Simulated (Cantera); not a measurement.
Input: 1 mol BF3, 0.48 mol H2O, 11 mol N2, held at 950 K and 0.0450 bar.

Equilibrium computed with Cantera from the NASA thermochemical tables; the gas is ideal and each condensed phase is pure. Candidate condensed phases: B, BN, B2O3, B3O3H3, H2O; 62 gas species. Kinetics and transport are ignored.

Base state: N2 0.876, BF3 0.0618, HF 0.0358, H2O 0.0203, B3O3F3 0.00592, BOF 4.56e-5, (HBO2)3 2.16e-5 (mole fractions); condensed: gas only.

Problem. What changes in the equilibrium state with this change: temperature from 950 K to 2223 K?

Solution. 
```json
[
 {"species": "N2", "before": "0.876", "after": "0.848"},
 {"species": "HF", "before": "0.0358", "after": "0.0739"},
 {"species": "BF3", "before": "0.0618", "after": "0.0397"},
 {"species": "BOF", "before": "4.56e-5", "after": "0.0369"},
 {"species": "H2O", "before": "0.0203", "after": "4.83e-6"},
 {"species": "B3O3F3", "before": "0.00592", "after": "<1e-9"},
 {"species": "BF2", "before": "<1e-9", "after": "0.000549"},
 {"species": "F", "before": "<1e-9", "after": "0.000517"},
 {"species": "H", "before": "<1e-9", "after": "0.000121"}
]
```
The tables' values for BF2 are old estimates; treat these amounts as uncertain.
